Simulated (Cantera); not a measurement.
Input (Python, Cantera):

```python
import numpy as np
import cantera as ct

gas = ct.Solution("gri30.yaml")
gas.TPX = 973, 1000000, {'CH4': 1, 'O2': 6.45, 'N2': 63.2, 'H2O': 1.8}
reactor = ct.IdealGasConstPressureReactor(gas, energy="on", clone=False)
net = ct.ReactorNet([reactor])
net.rtol, net.atol = 1e-08, 1e-16
show = ['CH4', 'O2', 'H2O', 'CO', 'N2O']
times = np.geomspace(1e-06, 3, 13)

steps = ct.SolutionArray(gas, extra=["t"])
rows = []
print(f"{'t/s':>10s}{'T/K':>9s}{'P/Pa':>11s}" + "".join(f"{s:>11s}" for s in show))
for t in times:
    while net.time < t:
        t_next = net.step()
        steps.append(gas.state, t=t_next)
    rows.append([np.interp(t, steps.t, y) for y in (steps.T, steps.P, *steps(*show).X.T)])
    print(f"{t:10.3e}{rows[-1][0]:9.1f}{rows[-1][1]:11.4g}" + "".join(f"{x:11.3e}" for x in rows[-1][2:]))
rate = np.gradient(steps.T, steps.t)
print("integrator steps:", len(steps.t))
if steps.T.max() > steps.T[0] + 200:
    print(f"time of steepest temperature rise: {steps.t[rate.argmax()]:.4e} s")
gas.TPX = 973, 1000000, {'CH4': 1, 'O2': 6.45, 'N2': 63.2, 'H2O': 1.8}
gas.equilibrate("HP")
print(f"equilibrium (HP): T = {gas.T:.1f} K  " + "  ".join(f"{s} {gas[s].X[0]:.3e}" for s in show))
```

Output:

```
       t/s      T/K       P/Pa        CH4         O2        H2O         CO        N2O
 1.000e-06    973.0      1e+06  1.380e-02  8.903e-02  2.484e-02  5.374e-22  2.040e-20
 3.465e-06    973.0      1e+06  1.380e-02  8.903e-02  2.484e-02  1.792e-20  8.815e-20
 1.201e-05    973.0      1e+06  1.380e-02  8.903e-02  2.484e-02  7.693e-19  5.438e-19
 4.162e-05    973.0      1e+06  1.380e-02  8.903e-02  2.484e-02  3.053e-17  4.814e-18
 1.442e-04    973.0      1e+06  1.380e-02  8.903e-02  2.484e-02  1.243e-15  5.241e-17
 4.998e-04    973.0      1e+06  1.380e-02  8.903e-02  2.484e-02  5.161e-14  6.091e-16
 1.732e-03    973.0      1e+06  1.380e-02  8.903e-02  2.484e-02  2.297e-12  7.380e-15
 6.002e-03    973.0      1e+06  1.380e-02  8.903e-02  2.484e-02  1.252e-10  9.619e-14
 2.080e-02    973.0      1e+06  1.380e-02  8.903e-02  2.485e-02  9.113e-09  1.286e-12
 7.208e-02    973.1      1e+06  1.379e-02  8.902e-02  2.485e-02  4.592e-07  1.305e-11
 2.498e-01   1060.8      1e+06  7.498e-03  8.001e-02  3.575e-02  4.876e-03  4.293e-09
 8.657e-01   1295.0      1e+06  1.046e-16  6.142e-02  5.245e-02  2.455e-09  4.903e-08
 3.000e+00   1295.0      1e+06  9.253e-17  6.142e-02  5.245e-02  2.455e-09  4.846e-08
integrator steps: 1964
time of steepest temperature rise: 2.5565e-01 s
equilibrium (HP): T = 1294.5 K  CH4 5.278e-35  O2 6.131e-02  H2O 5.245e-02  CO 2.429e-09  N2O 4.826e-08
```

Computed with Cantera and GRI-Mech 3.0 (53 species, 325 reactions). Below about 1000 K GRI-Mech 3.0 lacks low-temperature oxidation paths.
